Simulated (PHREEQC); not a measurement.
Dissolve 1.3 mmol/kgw NaH2PO4, 47 mmol/kgw Na2SO4 and 0.51 mmol/kgw NaCl at 25 °C. Closed to the air; pH follows from the charge balance.

Computed with PHREEQC (ion-association model, phreeqc.dat).

```csv
quantity,before,after
pH,5.11,7.39
ionic strength (mol/kgw),0.130,0.132
Na+ (mol/kgw),0.0896,0.0900
```

### Question
Which change was made?
(A) 0.0021 mol/kgw HBr added
(B) NaH2PO4 left out
(C) Na2SO4 left out
(D) Na2SO4 from 0.047 to 0.0047 mol/kgw
(E) NaCl replaced by Na2SiO3 at the same molality

### Answer
E, NaCl replaced by Na2SiO3 at the same molality

Precipitation was switched off in this run. Some of these states are supersaturated (in Quartz (slow to form), Chalcedony (slow to form), for instance).
